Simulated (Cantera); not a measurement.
Gas mixture: 59.0 % NH3, 41.0 % CH4, at 0.00217 atm, frozen composition.

Cantera's kinetic-theory transport with the Lennard-Jones parameters of GRI-Mech 3.0, ideal gas; thermal conductivity in the multicomponent form. Polar gases are described roughly by these parameters. The composition is frozen, though it would react at the higher temperatures.

One state of this run: ρ (kg/m³) = 0.000383; cp (J/kg/K) = 4089; μ (µPa s) = 34.6; λ (mW/m/K) = 195; Pr = 0.725; D (cm²/s) OH = 1640; D (cm²/s) NO = 1090; D (cm²/s) H2O = 1300. D: mixture-averaged diffusion coefficient of that species in the mixture.

Problem. Which value of T (K) does it belong to?
(A) 1150
(B) 1450
(C) 400
(D) 1000

Solution. A, 1150
